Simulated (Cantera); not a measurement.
Input: 1 mol Fe(CO)₅, 0.039 mol O₂, 40 mol H₂, at 10.0 mbar.

These are equilibrium values from Cantera (NASA tables, ideal gas, pure condensed phases), not measurements of a reactor. Candidate condensed phases: C, C₆H₆, C₇H₈, C₈H₁₈, Fe, Fe(CO)₅, FeO, Fe(OH)₂, Fe(OH)₃, Fe₂O₃, Fe₃O₄, H₂O; 114 gas species. Equilibrium is a limit: real reactors are often held back by kinetics, nucleation or transport.

Q: At 927 °C, list the 4 most abundant gas species with their mole fractions, and the condensed phases.

A: H₂ 0.887, CO 0.111, H₂O 0.00159, CO₂ 0.000145. Condensed: Fe(γ).
